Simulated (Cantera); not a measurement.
A perfectly stirred reactor is fed with H2 : O2 : N2 = 0.95 : 1 : 15 (molar parts), equivalence ratio 0.47, at 750 Torr; it is held at 1300 K, and followed from long to short residence time.

Model: the H2/O2 subset of GRI-Mech 3.0, which has no nitrogen chemistry, integrated in Cantera. The temperature is held fixed by assumption; the heat of reaction is taken as removed at once.

Question: What does this change do: N2 15 to 96 parts?

Answer: 
```json
[
 {"quantity": "x(H2) at τ = 3.90 s", "before": "1.47e-5", "after": "8.06e-6"},
 {"quantity": "x(O2) at τ = 3.90 s", "before": "0.0319", "after": "0.00538"},
 {"quantity": "x(H2O2) at τ = 3.90 s", "before": "5.28e-8", "after": "8.92e-9"},
 {"quantity": "x(H) at τ = 3.90 s", "before": "4.20e-7", "after": "6.78e-7"},
 {"quantity": "x(H2O) at τ = 3.90 s", "before": "0.0576", "after": "0.00973"},
 {"quantity": "x(H2) at τ = 0.130 s", "before": "0.000140", "after": "7.35e-5"},
 {"quantity": "x(O2) at τ = 0.130 s", "before": "0.0319", "after": "0.00539"},
 {"quantity": "x(H2O2) at τ = 0.130 s", "before": "2.87e-7", "after": "5.67e-8"},
 {"quantity": "x(H) at τ = 0.130 s", "before": "1.25e-5", "after": "1.88e-5"},
 {"quantity": "x(H2O) at τ = 0.130 s", "before": "0.0574", "after": "0.00963"}
]
```

Question: What does this change do: temperature 1300 to 1175 K?

Answer: 
```csv
quantity,before,after
x(H2) at τ = 3.90 s,1.47e-5,2.85e-5
x(O2) at τ = 3.90 s,0.0319,0.0319
x(H2O2) at τ = 3.90 s,5.28e-8,1.01e-7
x(H) at τ = 3.90 s,4.20e-7,3.20e-7
x(H2O) at τ = 3.90 s,0.0576,0.0576
x(H2) at τ = 0.130 s,0.000140,0.000273
x(O2) at τ = 0.130 s,0.0319,0.0320
x(H2O2) at τ = 0.130 s,2.87e-7,5.66e-7
x(H) at τ = 0.130 s,1.25e-5,9.50e-6
x(H2O) at τ = 0.130 s,0.0574,0.0573
```
